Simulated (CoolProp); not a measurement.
C3F8 (R218) at 293.15 K and 7.18 MPa flows at 12 m/s in a round tube of 4.6 mm bore and 15 µm roughness, fully developed (64/Re and Nu = 3.66 if laminar; Colebrook and Gnielinski if turbulent). Each further row changes one setting.

Values from CoolProp's reference Helmholtz-energy equation of state, Lemmon 2006. It is a short technical equation, of lower accuracy than the large ones.

| case | Reynolds number | Darcy friction factor | pressure drop (Pa/m) | heat-transfer coefficient (W/(m² K)) | mass flow (kg/h) |
|---|---|---|---|---|---|
| as stated | 348000 | 0.0272 | … | … | … |
| velocity 24 m/s | 696000 | 0.0270 | … | 53200 | … |
| diameter 9.2 mm | 696000 | … | … | 23300 | … |

Some entries are withheld; supply them.


- as stated, pressure drop (Pa/m): 606000
- as stated, heat-transfer coefficient (W/(m² K)): 26700
- as stated, mass flow (kg/h): 1020
- velocity 24 m/s, pressure drop (Pa/m): 2410000
- velocity 24 m/s, mass flow (kg/h): 2050
- diameter 9.2 mm, Darcy friction factor: 0.0225
- diameter 9.2 mm, pressure drop (Pa/m): 251000
- diameter 9.2 mm, mass flow (kg/h): 4090

Viscosity comes from a separate model (Huber 2003), an estimate that may be off by 10 % or more. Thermal conductivity comes from a separate model (Huber 2003), an estimate that may be off by 10 % or more.
